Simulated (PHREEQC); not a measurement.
**Acid rinse or clean: an equilibrium model**

Make-up at 25 °C: 180 mmol/kgw HBr and 11 mmol/kgw KCl. Closed to the air; pH follows from the charge balance.

Model: ion-association model, wateq4f.dat, run in PHREEQC.

This is a speciation only: nothing precipitates in the calculation.

Problem. What pH, activity of water does the model give?

Solution. pH 0.84; activity of water 0.994.

Species that the database lacks are ignored.
